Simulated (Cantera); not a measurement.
Charge: 1 mol PbO, 0.62 mol H2, at 94.0 Pa.

Cantera equilibrium calculation (NASA polynomials, part measured and part estimated; ideal gas, pure solids and liquids). Candidate condensed phases: H2O, Pb, PbO, PbO2, Pb3O4; 12 gas species. Mutual solubility and eutectic melting of coexisting phases are not modelled. Gases not in the tables: (PbO)n polymers. Equilibrium is a limit: real reactors are often held back by kinetics, nucleation or transport.

x: gas mole fraction; n: condensed amount in mol.

| T (°C) | x H2O | x Pb | x PbO | x O2 | x H2 | n Pb(l) | n PbO(red) | n PbO(yellow) | n PbO(l) |
|---|---|---|---|---|---|---|---|---|---|
| 475 | 1.000 | 9.31e-6 | 3.95e-9 | <1e-12 | [?] | 0.620 | 0.380 | 0 | 0 |
| 525 | 1.000 | 6.09e-5 | 6.70e-8 | <1e-12 | [?] | 0.620 | 0 | 0.380 | 0 |
| 575 | 1.000 | 0.000318 | 8.07e-7 | <1e-12 | [?] | 0.620 | 0 | 0.380 | 0 |
| 625 | 0.999 | 0.00138 | 7.31e-6 | <1e-12 | [?] | 0.619 | 0 | 0.380 | 0 |
| 675 | 0.995 | 0.00509 | 5.21e-5 | 2.11e-11 | [?] | 0.617 | 0 | 0.380 | 0 |
| 725 | 0.983 | 0.0165 | 0.000303 | 3.37e-10 | [?] | 0.610 | 0 | 0.380 | 0 |
| 775 | 0.951 | 0.0475 | 0.00148 | 4.12e-9 | 0.000166 | 0.589 | 0 | 0.379 | 0 |
| 825 | 0.869 | 0.124 | 0.00624 | 3.98e-8 | 0.000178 | 0.531 | 0 | 0.376 | 0 |
| 875 | 0.679 | 0.298 | 0.0230 | 3.14e-7 | [?] | 0.348 | 0 | 0.359 | 0 |
| 925 | 0.465 | 0.465 | 0.0697 | 3.55e-6 | [?] | 0 | 0 | 0 | 0.287 |
| 975 | 0.406 | 0.406 | 0.187 | 9.25e-5 | [?] | 0 | 0 | 0 | 0.0942 |
| 1025 | 0.382 | 0.383 | 0.234 | 0.000413 | [?] | 0 | 0 | 0 | 0 |
| 1075 | 0.382 | 0.384 | 0.232 | 0.000969 | [?] | 0 | 0 | 0 | 0 |
| 1125 | 0.382 | 0.386 | 0.230 | 0.00210 | [?] | 0 | 0 | 0 | 0 |

Fill in the missing entries.


- 475, x H2: 4.80e-5
- 525, x H2: 6.25e-5
- 575, x H2: 7.94e-5
- 625, x H2: 9.88e-5
- 675, x H2: 0.000121
- 725, x H2: 0.000144
- 875, x H2: 0.000162
- 925, x H2: 9.82e-5
- 975, x H2: 4.57e-5
- 1025, x H2: 5.14e-5
- 1075, x H2: 7.91e-5
- 1125, x H2: 0.000119
